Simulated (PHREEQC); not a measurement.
## Alkaline etch or developer (model solution)

Solution (70 °C): 0.0036 mol KOH, 2.6e-05 mol CO2 and 0.0007 mol K2CO3 per kg of water. Closed to the air; pH follows from the charge balance.

Equilibrium calculation in PHREEQC: ion-association model, phreeqc.dat.

This is a speciation only: nothing precipitates in the calculation.

### Question
Estimate the pH.

### Answer
pH 10.33.

### Question
In which forms is C present?

### Answer
CO3-2 67 %, HCO3- 33 % of the C.

Constants without temperature data keep their 25 °C values here.
